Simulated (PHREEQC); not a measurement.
0.95 g of hydrous ferric oxide (600 m²/g; 0.2 weak and 0.005 strong sites per Fe, Dzombak-Morel constants, diffuse double layer) in 1 kg of water with 0.1 mol/kgw of an inert sodium salt, at 25 °C; the pH is set by adding NaOH or the inert anion's acid. O2 is buffered at 0.21 atm. No CO2 enters from the air. Precipitation was switched off in this run.

Base run: PHREEQC, ion-association model, wateq4f.dat. Each further column changes one thing. The table gives surface charge σ (C/m²).

```csv
pH,base,background salt from 0.1 to 0.01 mol/kgw,oxide from 0.95 to 4.8 g/kgw,0.00081 mol/kgw Na2SeO4 added
3,0.363,…,0.364,0.141
3.38,0.355,0.291,0.355,…
3.75,0.338,0.249,0.339,…
4.5,0.273,0.162,0.274,0.124
4.88,0.229,0.125,0.230,0.112
5.25,0.186,0.094,0.187,…
5.62,0.147,0.070,0.147,…
6.38,0.082,0.034,0.082,0.058
6.75,0.058,0.023,0.058,0.046
7.12,0.039,0.015,0.039,0.034
7.5,0.022,0.008,0.022,…
8.25,-0.005,-0.002,-0.005,-0.005
8.62,-0.019,-0.007,-0.019,-0.019
9,-0.034,-0.013,-0.034,-0.035
```

What belongs in the gaps?


- 3, background salt from 0.1 to 0.01 mol/kgw: 0.327
- 3.38, 0.00081 mol/kgw Na2SeO4 added: 0.139
- 3.75, 0.00081 mol/kgw Na2SeO4 added: 0.137
- 5.25, 0.00081 mol/kgw Na2SeO4 added: 0.099
- 5.62, 0.00081 mol/kgw Na2SeO4 added: 0.084
- 7.5, 0.00081 mol/kgw Na2SeO4 added: 0.021

The oxide is taken as insoluble; below pH 4 it would dissolve.
